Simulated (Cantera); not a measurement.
Feed: 1 mol V2O3, 0.74 mol H2, 9.8 mol H2O, at 1.80 Torr.

Equilibrium computed with Cantera from the NASA thermochemical tables; the gas is ideal and each condensed phase is pure. Candidate condensed phases: H2O, V, VO, V2O3, V2O4, V2O5; 12 gas species. Condensed phases not in the tables: the oxides between V2O3 and V2O5 other than VO2. Kinetics and transport are ignored.

### Question
At 1875 K, list the 4 most abundant gas species with their mole fractions, and the condensed phases.

### Answer
H2O 0.897, H2 0.0784, VO2 0.0170, H 0.00375. Condensed: V2O3(s).
